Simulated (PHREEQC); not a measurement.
0.62 g of hydrous ferric oxide (600 m²/g; 0.2 weak and 0.005 strong sites per Fe, Dzombak-Morel constants, diffuse double layer) in 1 kg of water with 0.1 mol/kgw of an inert sodium salt and 0.0009 mol/kgw MnCl2, at 25 °C; the pH is set by adding NaOH or the inert anion's acid. No oxygen is let in. No CO2 enters from the air. Nothing may precipitate in this run.

Equilibrium calculation in PHREEQC: ion-association model, wateq4f.dat.

**Question.** Predict surface charge σ (C/m²), surface potential ψ (mV) at pH = 8.67, 10.67.

**Answer.** 
```json
[
 {"pH": "8.67", "surface charge σ (C/m²)": "0.032", "surface potential ψ (mV)": "39"},
 {"pH": "10.67", "surface charge σ (C/m²)": "0.022", "surface potential ψ (mV)": "28"}
]
```

Along this series the solution becomes supersaturated in solids that the run did not let form, among them Pyrochroite. Complexes and solids missing from the database can't appear.
